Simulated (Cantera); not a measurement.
A freely propagating, adiabatic, planar premixed flame of 20.1 % H2, 14.6 % O2, 54.8 % N2, 10.5 % H2O, unburnt at 600 K and 760 Torr; mixture-averaged transport, grid criteria slope 0.08 and curve 0.16, no radiation.

Model: the H2/O2 subset of GRI-Mech 3.0, which has no nitrogen chemistry, integrated in Cantera. Burning velocities carry a grid error of a few per cent, more on coarse grids. Lean hydrogen flames are cellular in practice and burn faster than this planar one.

**Question.** Predict: laminar burning velocity; thermal thickness; peak x(H); peak x(H2O2); peak x(O).

**Answer.** 
```
Item                         Value
------------------------  --------
laminar burning velocity  377 cm/s
thermal thickness         0.394 mm
peak x(H)                   0.0169
peak x(H2O2)               3.32e-5
peak x(O)                  0.00729
```
